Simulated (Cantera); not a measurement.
CH₃Cl + H₂ (fluorocarbon and chlorocarbon gases)

A closed system holds: 1 mol CH₃Cl, 1.4 mol H₂, at 0.0160 bar.

These are equilibrium values from Cantera (NASA tables, ideal gas, pure condensed phases), not measurements of a reactor. Candidate condensed phases: C, C₆H₆, C₇H₈, C₈H₁₈; 91 gas species. The tables' values for CCl are old estimates; treat these amounts as uncertain. Rates play no part.

```csv
T (K),log p H,log p H₂,log p HCl,log p Cl,log p C,log p C₃,log p C₂H₂ (acetylene),log p C₂,n C(graphite)
1900,-4.08,-1.95,-2.33,-4.58,-11.50,-11.68,-5.37,-12.76,0.998
2100,-3.49,-1.96,-2.34,-4.00,-9.63,-9.54,-4.80,-10.61,0.993
2300,-3.00,-1.98,-2.37,-3.54,-8.08,-7.78,-4.35,-8.83,0.980
2500,-2.62,-2.03,-2.45,-3.18,-6.78,-6.30,-4.00,-7.34,0.951
2700,-2.32,-2.14,-2.58,-2.92,-5.67,-5.06,-3.77,-6.07,0.894
2900,-2.11,-2.34,-2.82,-2.76,-4.72,-3.99,-3.68,-4.99,0.722
3100,-2.00,-2.65,-3.18,-2.69,-3.95,-3.22,-3.85,-4.15,0
3300,-1.94,-3.00,-3.56,-2.67,-3.51,-3.28,-4.55,-3.90,0
3500,-1.92,-3.38,-3.95,-2.67,-3.16,-3.44,-5.32,-3.75,0
```
log p: log10 of the partial pressure in bar; n: condensed amount in mol.

From 1900 K to 2900 K the condensed part is C(graphite). From 3100 K to 3500 K nothing is condensed. The main C-bearing gas is C₂H₂ (acetylene) at 1900 K and C₃ at 3500 K.
